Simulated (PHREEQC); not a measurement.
Consider water at 25 °C with 0.042 mol/kgw Na2HPO4. Closed to the air; pH follows from the charge balance.

The numbers come from PHREEQC with the ion-association model, phreeqc.dat.

Precipitation was switched off in this run.

Q: Order these P species by the share of P that they hold, largest first: NaHPO4-, PO4-3, H2PO4-, HPO4-2.

A: HPO4-2 (94 %), NaHPO4- (5.3 %), H2PO4- (0.39 %), PO4-3 (0.33 %)

The pH is 9.25 and the ionic strength 0.122 mol/kgw. Species that the database lacks are ignored.
